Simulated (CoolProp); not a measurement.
Vapour-liquid equilibrium of propylene (1) + 1-butene (2) at 252.8 K; x and y are mole fractions of (1).

Values from CoolProp's multi-fluid Helmholtz-energy mixture model, Lemmon 2013 and Lemmon 2005; pair parameters Bell 2016.

```tsv
x	bubble pressure, mixture model (MPa)	bubble pressure, Raoult's law (MPa)	y, mixture model	y, Raoult's law
0.05	0.06846	0.06885	0.210	0.219
0.2	0.1042	0.1056	0.555	0.571
0.35	0.1402	0.1424	0.726	0.742
0.5	0.1766	0.1792	0.830	0.842
0.65	0.2134	0.2160	0.899	0.908
0.8	0.2508	0.2528	0.950	0.955
0.95	0.2890	0.2896	0.989	0.990
```

The largest gap from Raoult's law is -1.5 % in bubble pressure, at x = 0.35. No azeotrope shows between x = 0.05 and 0.95.

Pair parameters are fitted to limited data, so mixtures are less certain than the pure fluids.
